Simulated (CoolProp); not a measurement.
Sulfur dioxide along the isobar 17.4 MPa: Z from the reference equation and from simpler models built on Tc = 430.6 K, pc = 7.887 MPa, ω = 0.256; each cubic takes its own stable root.

Values from CoolProp's reference Helmholtz-energy equation of state, Gao 2016.

```csv
T (K),phase,reference
215.9,liquid,0.3882
227.9,liquid,0.3744
240,liquid,0.3622
252,liquid,0.3515
264,liquid,0.3421
276,liquid,0.3337
288,liquid,0.3265
300,liquid,0.3201
312,liquid,0.3147
324,liquid,0.3103
336,liquid,0.3067
348,liquid,0.3040
360,liquid,0.3022
```

### Question
How far does each simpler model (van der Waals, Redlich-Kwong, Soave-Redlich-Kwong, Peng-Robinson) lie from the reference over these 13 states: mean and median of the absolute difference, and the worst?

### Answer
- van der Waals: mean 62.9 %, median 63.0 %, worst +68.3 % at 215.9 K and 17.4 MPa
- Redlich-Kwong: mean 14.6 %, median 14.5 %, worst +15.4 % at 360 K and 17.4 MPa
- Soave-Redlich-Kwong: mean 11.6 %, median 11.4 %, worst +13.0 % at 215.9 K and 17.4 MPa
- Peng-Robinson: mean 1.0 %, median 1.1 %, worst -1.6 % at 312 K and 17.4 MPa
